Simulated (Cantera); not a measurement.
Feed: 1 mol CH₃SiH₃, 0.46 mol C₂H₄, 540 mol H₂, equilibrated at 900 °C and 93000 Pa.

Method: chemical equilibrium by Gibbs-energy minimisation in Cantera with the NASA 1993 tables (ideal gas, pure condensed phases). Candidate condensed phases: C, C₆H₆, C₇H₈, C₈H₁₈, Si, SiC; 87 gas species. The feed counts by its element totals alone. Equilibrium is a limit: real reactors are often held back by kinetics, nucleation or transport.

Base state: H₂ 0.998, CH₄ 0.00169 (mole fractions); condensed: SiC(s).

### Question
What changes in the equilibrium state with this change: temperature from 900 °C to 1925 °C?

### Answer
```
species            before     after
----------------  -------  --------
H₂                  0.998     0.993
H                 1.23e-7   0.00575
C₂H₂ (acetylene)    <1e-9  0.000842
CH₄               0.00169  0.000140
Si                  <1e-9   7.17e-5
SiH₂                <1e-9   5.41e-5
SiH                 <1e-9   3.06e-5
SiC(s), mol         1.000     0.908
```
Gases not in the tables: Si₂H₆ and higher silanes.

### Question
What changes in the equilibrium state with this change: temperature from 900 °C to 1475 °C?

### Answer
| species | before | after |
|---|---|---|
| H₂ | 0.998 | 0.999 |
| CH₄ | 0.00169 | 0.000853 |
| H | 1.23e-7 | 0.000237 |
| C₂H₂ (acetylene) | <1e-9 | 0.000113 |
| SiC(s), mol | 1.000 | 1.000 |
| C(graphite), mol | 0 | 0.328 |

### Question
What changes in the equilibrium state with this change: CH₃SiH₃ replaced by (CH₃)₂SiCl₂?

### Answer
```tsv
species	before	after
H₂	0.998	0.993
HCl	0	0.00368
CH₄	0.00169	0.00354
SiC(s), mol	1.000	1.000
```
